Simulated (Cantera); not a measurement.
Predominance diagram of Li at 577 °C against the partial pressures of O2 and H2O (log10, bar). Cantera with NASA thermochemical tables; ideal gases at 1 bar, condensed phases pure. Candidates: Li(l), LiH(s), LiOH(l), Li2O(s). Only these pure phases compete in this equilibrium. Not in the tables: the peroxide.

**Question.** Which phase is stable at these pairs, and which metal-bearing vapour leads over it? (-29, -1.5); (-32, -4.6); (-10.7, -17); (-29, -13.9); (-7.6, -10.8); (-30.5, -7.7); (-1.5, -9.3)

**Answer.** 
```
log p(O2)  log p(H2O)    phase  chief vapour  log p (bar)
---------  ----------  -------  ------------  -----------
-29              -1.5  Li2O(s)          LiOH         -7.1
-32              -4.6  Li2O(s)          LiOH         -8.7
-10.7             -17  Li2O(s)          LiOH        -14.9
-29             -13.9  Li2O(s)            Li        -12.1
-7.6            -10.8  Li2O(s)          LiOH        -11.8
-30.5            -7.7  Li2O(s)          LiOH        -10.2
-1.5             -9.3  Li2O(s)          LiOH        -11.0
```
